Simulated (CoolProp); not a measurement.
Ethane at 426.18 K and 10.4 MPa is throttled through a valve to 1.27 MPa with no heat exchange. Each further row changes one setting.

Model: reference Helmholtz-energy equation of state, Bücker 2006, in CoolProp.

```csv
case,temperature change (K),final density (kg/m³)
as stated,-44.3,[?]
outlet pressure 0.381 MPa,[?],[?]
outlet pressure 1.65 MPa,[?],16.5
```

Problem. Some entries are withheld; supply them.

Solution. 
- as stated, final density (kg/m³): 12.6
- outlet pressure 0.381 MPa, temperature change (K): -49.6
- outlet pressure 0.381 MPa, final density (kg/m³): 3.71
- outlet pressure 1.65 MPa, temperature change (K): -42.1
